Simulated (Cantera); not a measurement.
Charge: 1 mol Ta, 0.35 mol O2, 7.8 mol H2, at 1975 °C and 0.100 bar.

These are equilibrium values from Cantera (NASA tables, ideal gas, pure condensed phases), not measurements of a reactor. Candidate condensed phases: H2O, Ta, Ta2O5; 12 gas species. Mutual solubility and eutectic melting of coexisting phases are not modelled. Condensed phases not in the tables: N, O or C dissolved in the metal. Rates play no part.

Base state: H2 0.973, H 0.0229, H2O 0.00410, TaO2 0.000374, TaO 8.00e-5, OH 1.45e-5 (mole fractions); condensed: Ta(s) + Ta2O5(l).

Problem. What changes in the equilibrium state with this change: temperature from 1975 °C to 1025 °C?

Solution. 
```csv
species,before,after
H2,0.973,1.000
H2O,0.00410,1.41e-5
H,0.0229,3.40e-6
TaO2,0.000374,<1e-9
TaO,8.00e-5,<1e-9
OH,1.45e-5,<1e-9
"Ta(s), mol",0.732,0.720
"Ta2O5(l), mol",0.132,0
"Ta2O5(s), mol",0,0.140
```
